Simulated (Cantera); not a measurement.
Input (Python, Cantera) and output of one run.

```python
import numpy as np
import cantera as ct

gas_names = """
    Cr CrO CrO2 CrO3 H HO2 H2 H2O H2O2 O OH O2 O3
""".split()
cond_names = """
    Cr(cr) Cr(L) Cr2O3(s) Cr2O3(L) H2O(s) H2O(L)
""".split()


# ... load() reads the species with a 1 bar reference pressure and builds the phases ...
atoms = {
    'Cr2O3': {'Cr': 2, 'O': 3},
    'H2': {'H': 2},
    'H2O': {'H': 2, 'O': 1},
}
top_T = {}  # K; cautious upper limits of use, not melting points


# ... equilibrate(T, P, feed) seeds the gas with the atoms and calls Mixture.equilibrate('TP', solver="vcs", rtol=1e-11, max_steps=5000) ...
results = []
feed = {'Cr2O3': 1, 'H2': 870, 'H2O': 1.6}  # mol
P = 133.322  # Pa
for T in [925, 1000, 1075, 1150, 1225, 1300, 1375, 1450, 1525, 1600, 1675, 1750, 1825]:
    mix = equilibrate(T, P, feed)
    results.append((T, P, feed, dict(zip(mix.species_names, mix.species_moles))))

top = {s: max(r[3][s] / sum(r[3][g] for g in gas_names) for r in results) for s in gas_names}
cols = sorted((s for s in top if top[s] > 0.001), key=lambda s: -top[s])[:6]
seen = [c for c in cond_names if any(r[3].get(c, 0) > 1e-12 for r in results)]
print("log10 of partial pressures in bar; condensed amounts in mol")
print(f"{'T/K':>10s}" + "".join(f"{s[:9]:>10s}" for s in cols + seen))
for T, P, feed, n in results:
    ng = sum(n[g] for g in gas_names)
    print(f"{T:10.4g}" + "".join(f"{np.log10(max(n[s] / ng * P / 1e5, 1e-99)):10.3f}" for s in cols)
          + "".join(f"{n.get(c, 0):10.4g}" for c in seen))
```

Output:

```
log10 of partial pressures in bar; condensed amounts in mol
       T/K        H2         H       H2O        Cr  Cr2O3(s)
       925    -2.876   -11.022    -5.611   -19.026         1
      1000    -2.876   -10.082    -5.611   -16.555         1
      1075    -2.876    -9.271    -5.611   -14.436         1
      1150    -2.876    -8.565    -5.611   -12.599         1
      1225    -2.876    -7.944    -5.611   -10.993         1
      1300    -2.876    -7.394    -5.611    -9.576    0.9999
      1375    -2.876    -6.903    -5.610    -8.319    0.9984
      1450    -2.876    -6.462    -5.595    -7.216    0.9801
      1525    -2.877    -6.064    -5.505    -6.342     0.851
      1600    -2.878    -5.704    -5.291    -5.750    0.4165
      1675    -2.880    -5.375    -5.155    -5.517         0
      1750    -2.881    -5.074    -5.156    -5.518         0
      1825    -2.884    -4.798    -5.157    -5.519         0
```

Cantera equilibrium calculation (NASA polynomials, part measured and part estimated; ideal gas, pure solids and liquids).
